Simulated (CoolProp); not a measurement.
Vapour-liquid equilibrium of R134a (1) + dimethyl ether (2) at 329.3 K; x and y are mole fractions of (1).

Computed with CoolProp (multi-fluid Helmholtz-energy mixture model, Tillner-Roth 1994 and Wu 2011; pair parameters Bell 2016).

| x | bubble pressure (kPa) | y at the bubble point | dew pressure at overall composition x (kPa) | liquid density (mol/L) |
|---|---|---|---|---|
| 0.05 | 1317 | 0.047 | 1317 | 13.05 |
| 0.125 | 1310 | 0.121 | 1309 | 12.86 |
| 0.2 | 1307 | 0.200 | 1307 | 12.67 |
| 0.275 | 1310 | 0.282 | 1309 | 12.47 |
| 0.35 | 1317 | 0.365 | 1316 | 12.28 |
| 0.425 | 1330 | 0.449 | 1326 | 12.08 |
| 0.5 | 1346 | 0.531 | 1339 | 11.88 |
| 0.575 | 1367 | 0.610 | 1357 | 11.68 |
| 0.65 | 1391 | 0.687 | 1378 | 11.48 |
| 0.725 | 1417 | 0.761 | 1404 | 11.27 |
| 0.8 | 1447 | 0.830 | 1433 | 11.07 |
| 0.875 | 1478 | 0.897 | 1467 | 10.86 |
| 0.95 | 1511 | 0.960 | 1506 | 10.65 |

y crosses x between x = 0.125 and 0.2: the model has an azeotrope there.

Pair parameters are fitted to limited data, so mixtures are less certain than the pure fluids.
